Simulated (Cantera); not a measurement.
A closed system holds: 1 mol Al2O3, 3.5 mol HCl, 0.29 mol H2, at 1650 °C and 0.00170 bar.

Equilibrium computed with Cantera from the NASA thermochemical tables; the gas is ideal and each condensed phase is pure. The tables' values for AlCl2 are old estimates; treat these amounts as uncertain. Equilibrium is a limit: real reactors are often held back by kinetics, nucleation or transport.

```tsv
species	before	after
HCl	0.842	0.887
H2	0.0927	0.0820
Cl	0.0475	0.0152
AlCl3	0.00157	0.00439
AlCl	0.00156	0.000282
AlOCl	0.000177	4.67e-5
H	0.00696	0.00186
OH	4.06e-5	1.59e-5
AlCl2	0.00103	0.000735
H2O	0.00629	0.00812
Al2O3(s), mol	0.992	0.990
```
Gas species are given as mole fractions.

### Question
Which change was made?
(A) pressure from 0.00170 bar to 0.00110 bar
(B) temperature from 1650 °C to 825 °C
(C) pressure from 0.00170 bar to 0.500 bar
(D) pressure from 0.00170 bar to 0.0210 bar

### Answer
D, pressure from 0.00170 bar to 0.0210 bar
